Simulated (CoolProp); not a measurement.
Computed with CoolProp (reference Helmholtz-energy equation of state, Thol 2019).

Give the vapour pressure (bar), liquid density (kg/m³), vapour density (kg/m³), enthalpy of vaporisation (kJ/kg) of saturated dodecamethylpentasiloxane (MD3M) at 410.4, 461.3 K.


```
T (K)  p (bar)  liquid density (kg/m³)  vapour density (kg/m³)  enthalpy of vaporisation (kJ/kg)
-----  -------  ----------------------  ----------------------  --------------------------------
410.4   0.0622                     759                   0.712                               141
461.3    0.346                     704                    3.66                               125
```
